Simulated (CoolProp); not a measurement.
Vapour-liquid equilibrium of R152A (1) + methanol (2) at 1.16 bar; x and y are mole fractions of (1).

Computed with CoolProp (multi-fluid Helmholtz-energy mixture model, Outcalt 1996 and de Reuck 1993; pair parameters Bell 2016).

Question: Give the bubble temperature and the first vapour's composition at x = 0.125, 0.275, 0.725. Is there an azeotrope?

Answer: x = 0.125: -0.1 °C, y = 0.966; x = 0.275: -8.2 °C, y = 0.981; x = 0.725: -14.9 °C, y = 0.991. No azeotrope shows between x = 0.05 and 0.95.

Pair parameters are fitted to limited data, so mixtures are less certain than the pure fluids. With so large a gap from Raoult's law the liquid may split in two, which this calculation doesn't test in full.
